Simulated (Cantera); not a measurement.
Charge: 1 mol C6H6, 0.17 mol O2, 1.5 mol NH3, equilibrated at 2100 K and 40.0 bar.

Equilibrium computed with Cantera from the NASA thermochemical tables; the gas is ideal and each condensed phase is pure. Candidate condensed phases: C, C6H6, C7H8, C8H18, H2O; 136 gas species. The ideal-gas law is rough above about 30 bar. Kinetics and transport are ignored.

Base state: H2 0.812, N2 0.116, CO 0.0540, CH4 0.00871, HCN 0.00658, C2H2 (acetylene) 0.00117, HNC 0.000444, H 0.000444 (mole fractions); condensed: C(graphite).

Problem. What changes in the equilibrium state with this change: O2 from 0.17 to 1.2 mol?

Solution. 
```csv
species,before,after
H2,0.812,0.614
CO,0.0540,0.287
N2,0.116,0.0871
CO2,1.89e-6,5.34e-5
H2O,0.000141,0.000565
"C(graphite), mol",5.54,3.50
```

Problem. What changes in the equilibrium state with this change: NH3 from 1.5 to 0.31 mol?

Solution. 
| species | before | after |
|---|---|---|
| H2 | 0.812 | 0.860 |
| CO | 0.0540 | 0.0865 |
| N2 | 0.116 | 0.0374 |
| HCN | 0.00658 | 0.00385 |
| HNC | 0.000444 | 0.000260 |
| H2O | 0.000141 | 0.000239 |
| C(graphite), mol | 5.54 | 5.59 |

Problem. What changes in the equilibrium state with this change: temperature from 2100 K to 2300 K?

Solution. 
```json
[
 {"species": "H2", "before": "0.812", "after": "0.809"},
 {"species": "N2", "before": "0.116", "after": "0.112"},
 {"species": "CO", "before": "0.0540", "after": "0.0538"},
 {"species": "HCN", "before": "0.00658", "after": "0.0124"},
 {"species": "CH4", "before": "0.00871", "after": "0.00561"},
 {"species": "H", "before": "0.000444", "after": "0.00138"},
 {"species": "C2H2 (acetylene)", "before": "0.00117", "after": "0.00350"},
 {"species": "C(graphite), mol", "before": "5.54", "after": "5.49"}
]
```
